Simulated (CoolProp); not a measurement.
The fluoroketone C6F12O (FK-5-1-12) along the isobar 1.01 bar: Z from the reference equation and from simpler models built on Tc = 441.8 K, pc = 18.69 bar, ω = 0.471; each cubic takes its own stable root.

Computed with CoolProp (reference Helmholtz-energy equation of state, McLinden 2015).

```json
[
 {"T (K)": "269.2", "phase": "liquid", "reference": "0.008455", "Soave-Redlich-Kwong": "0.009275", "Peng-Robinson": "0.008229"},
 {"T (K)": "280.5", "phase": "liquid", "reference": "0.008272", "Soave-Redlich-Kwong": "0.009061", "Peng-Robinson": "0.008032"},
 {"T (K)": "291.8", "phase": "liquid", "reference": "0.008114", "Soave-Redlich-Kwong": "0.008881", "Peng-Robinson": "0.007865"},
 {"T (K)": "303.1", "phase": "liquid", "reference": "0.007979", "Soave-Redlich-Kwong": "0.008734", "Peng-Robinson": "0.007728"},
 {"T (K)": "314.4", "phase": "liquid", "reference": "0.007867", "Soave-Redlich-Kwong": "0.008621", "Peng-Robinson": "0.007621"},
 {"T (K)": "325.7", "phase": "gas", "reference": "0.9385", "Soave-Redlich-Kwong": "0.9460", "Peng-Robinson": "0.9434"},
 {"T (K)": "337", "phase": "gas", "reference": "0.9463", "Soave-Redlich-Kwong": "0.9517", "Peng-Robinson": "0.9492"},
 {"T (K)": "348.3", "phase": "gas", "reference": "0.9529", "Soave-Redlich-Kwong": "0.9567", "Peng-Robinson": "0.9542"},
 {"T (K)": "359.6", "phase": "gas", "reference": "0.9584", "Soave-Redlich-Kwong": "0.9611", "Peng-Robinson": "0.9587"},
 {"T (K)": "371", "phase": "gas", "reference": "0.9631", "Soave-Redlich-Kwong": "0.9651", "Peng-Robinson": "0.9627"},
 {"T (K)": "382.3", "phase": "gas", "reference": "0.9671", "Soave-Redlich-Kwong": "0.9685", "Peng-Robinson": "0.9661"},
 {"T (K)": "393.6", "phase": "gas", "reference": "0.9706", "Soave-Redlich-Kwong": "0.9716", "Peng-Robinson": "0.9693"},
 {"T (K)": "404.9", "phase": "gas", "reference": "0.9735", "Soave-Redlich-Kwong": "0.9743", "Peng-Robinson": "0.9720"},
 {"T (K)": "416.2", "phase": "gas", "reference": "0.9762", "Soave-Redlich-Kwong": "0.9767", "Peng-Robinson": "0.9745"},
 {"T (K)": "427.5", "phase": "gas", "reference": "0.9784", "Soave-Redlich-Kwong": "0.9789", "Peng-Robinson": "0.9768"}
]
```
